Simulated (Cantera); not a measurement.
## Premixed flame

A freely propagating, adiabatic, planar premixed flame of H2 : O2 : N2 : H2O = 1 : 0.192 : 0.723 : 0.11 (molar parts), unburnt at 625 K and 28000 Pa; mixture-averaged transport, grid criteria slope 0.08 and curve 0.16, no radiation.

Model: the H2/O2 subset of GRI-Mech 3.0, which has no nitrogen chemistry, integrated in Cantera. Burning velocities carry a grid error of a few per cent, more on coarse grids.

```json
[
 {"z (mm)": "-7.26", "T (K)": "625", "u (m/s)": "7.47", "x H2": "0.494", "x O2": "0.0948", "x H2O": "0.0543", "x H": "<1e-8", "x OH": "<1e-8", "x HO2": "<1e-8"},
 {"z (mm)": "-4.84", "T (K)": "625", "u (m/s)": "7.47", "x H2": "0.494", "x O2": "0.0948", "x H2O": "0.0543", "x H": "<1e-8", "x OH": "<1e-8", "x HO2": "<1e-8"},
 {"z (mm)": "-3.63", "T (K)": "625", "u (m/s)": "7.47", "x H2": "0.494", "x O2": "0.0948", "x H2O": "0.0543", "x H": "<1e-8", "x OH": "<1e-8", "x HO2": "<1e-8"},
 {"z (mm)": "-2.42", "T (K)": "625", "u (m/s)": "7.47", "x H2": "0.494", "x O2": "0.0948", "x H2O": "0.0543", "x H": "4.84e-7", "x OH": "<1e-8", "x HO2": "1.23e-6"},
 {"z (mm)": "-1.21", "T (K)": "641", "u (m/s)": "7.64", "x H2": "0.491", "x O2": "0.0946", "x H2O": "0.0555", "x H": "0.000496", "x OH": "3.49e-5", "x HO2": "8.85e-5"},
 {"z (mm)": "-0.605", "T (K)": "783", "u (m/s)": "9.20", "x H2": "0.468", "x O2": "0.0900", "x H2O": "0.0692", "x H": "0.00892", "x OH": "0.000245", "x HO2": "5.78e-5"},
 {"z (mm)": "0", "T (K)": "1108", "u (m/s)": "12.7", "x H2": "0.371", "x O2": "0.0565", "x H2O": "0.142", "x H": "0.0553", "x OH": "0.00117", "x HO2": "2.27e-5"},
 {"z (mm)": "0.605", "T (K)": "1335", "u (m/s)": "15.2", "x H2": "0.286", "x O2": "0.00964", "x H2O": "0.234", "x H": "0.0936", "x OH": "0.00187", "x HO2": "3.58e-6"},
 {"z (mm)": "1.21", "T (K)": "1421", "u (m/s)": "16.1", "x H2": "0.275", "x O2": "0.00118", "x H2O": "0.252", "x H": "0.0933", "x OH": "0.00192", "x HO2": "4.10e-7"},
 {"z (mm)": "2.42", "T (K)": "1511", "u (m/s)": "17.1", "x H2": "0.282", "x O2": "0.000249", "x H2O": "0.255", "x H": "0.0820", "x OH": "0.00220", "x HO2": "8.38e-8"},
 {"z (mm)": "4.84", "T (K)": "1611", "u (m/s)": "18.0", "x H2": "0.291", "x O2": "0.000184", "x H2O": "0.257", "x H": "0.0674", "x OH": "0.00240", "x HO2": "5.94e-8"},
 {"z (mm)": "9.68", "T (K)": "1715", "u (m/s)": "19.1", "x H2": "0.302", "x O2": "0.000126", "x H2O": "0.260", "x H": "0.0518", "x OH": "0.00239", "x HO2": "4.09e-8"},
 {"z (mm)": "19.4", "T (K)": "1810", "u (m/s)": "20.0", "x H2": "0.311", "x O2": "7.37e-5", "x H2O": "0.262", "x H": "0.0374", "x OH": "0.00213", "x HO2": "2.54e-8"}
]
```
x: mole fraction of selected species; z is measured from the peak of heat release.

The laminar burning velocity is 747 cm/s. The thermal thickness is 2.42 mm. The peak x(H) is 0.0955 and the peak x(OH) is 0.00243. The peak x(HO2) is 8.87e-5 and the grid points is 142.
